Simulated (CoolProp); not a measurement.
Vapour-liquid equilibrium of propane (1) + R227EA (2) at 0.7 MPa; x and y are mole fractions of (1).

Model: multi-fluid Helmholtz-energy mixture model, Lemmon 2009 and Lemmon 2016; pair parameters Bell 2016, in CoolProp.

**Question.** Give the bubble temperature and the first vapour's composition at x = 0.05, 0.15, 0.55. Is there an azeotrope?

**Answer.** x = 0.05: 34.2 °C, y = 0.163; x = 0.15: 25.4 °C, y = 0.390; x = 0.55: 12.7 °C, y = 0.696. y crosses x between x = 0.75 and 0.85: the model has an azeotrope there.

Pair parameters are fitted to limited data, so mixtures are less certain than the pure fluids.
